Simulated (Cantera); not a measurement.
## Ignition delay

Mixture: 5.77 % CH₃OH, 17.0 % O₂, 64.0 % N₂, 13.3 % H₂O, equivalence ratio 0.51, at 1000000 Pa, adiabatic and at constant pressure. Ignition delay is the time to a rise of 400 K.

Detailed kinetics in Cantera: GRI-Mech 3.0 (53 species, 325 reactions). GRI-Mech 3.0 was tuned for natural gas; its chemistry of methanol as a main component is partial and can be far from experiment.

```json
[
 {"T0 (K)": "1200", "delay (ms)": "1.44"},
 {"T0 (K)": "1275", "delay (ms)": "0.433"},
 {"T0 (K)": "1350", "delay (ms)": "0.153"},
 {"T0 (K)": "1425", "delay (ms)": "0.0624"},
 {"T0 (K)": "1500", "delay (ms)": "0.0288"}
]
```

```yaml
apparent activation energy between 1350 and 1500 K: 190 kJ/mol
```
